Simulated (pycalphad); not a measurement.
All values are pycalphad results on the COST 507 light-alloy database (1999) (1 atm), not direct measurements. The database dates from 1999; later assessments differ in places, in temperatures and in the compounds included. Amounts are mole fractions of atoms.

### Question
Give the equilibrium state of Mg-0.29Al-1.09Si (at.%) at 570 K.

### Answer
hcp, fraction 0.967, with 0.30 Al, <0.01 Si at.%; MG2SI, fraction 0.033, with no Al, 33.3 Si at.%.

Database names, with the compositions (at.%) that they take in these runs: MG2SI: Mg 67 Si 33. An entry "none" or "no" means that the model of the phase leaves that element out.
